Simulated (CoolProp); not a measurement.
Properties of n-hexane along the isotherm 545.7 K (Tc = 507.8 K, pc = 3.044 MPa, ω = 0.300).

The numbers come from the reference Helmholtz-energy equation of state, Thol 2019 in CoolProp.

| p (MPa) | phase | expansivity (1/kK) | conductivity (mW/(m K)) | fugacity coefficient |
|---|---|---|---|---|
| 0.0963 | gas | 1.889 | [?] | 0.9914 |
| 0.162 | gas | 1.929 | 41.4 | 0.9855 |
| 0.274 | gas | 2.001 | 41.4 | 0.9756 |
| 0.463 | gas | 2.130 | 41.3 | 0.9589 |
| 0.781 | gas | 2.378 | 41.4 | 0.9312 |
| 1.32 | gas | 2.913 | [?] | 0.8849 |
| 2.22 | gas | 4.356 | 43.3 | 0.8093 |
| 3.75 | supercritical | 12.35 | 53.6 | 0.6843 |
| 6.33 | supercritical | 9.085 | [?] | 0.5039 |
| 10.7 | supercritical | 3.674 | 82.3 | 0.3724 |
| 18 | supercritical | 2.203 | 89.0 | 0.3050 |
| 30.4 | supercritical | 1.485 | [?] | 0.2952 |

Problem. Fill in the missing entries.

Solution. 
- 0.0963, conductivity (mW/(m K)): 41.5
- 1.32, conductivity (mW/(m K)): 41.7
- 6.33, conductivity (mW/(m K)): 75.5
- 30.4, conductivity (mW/(m K)): 97.2

Thermal conductivity comes from a separate model (Assael 2013).
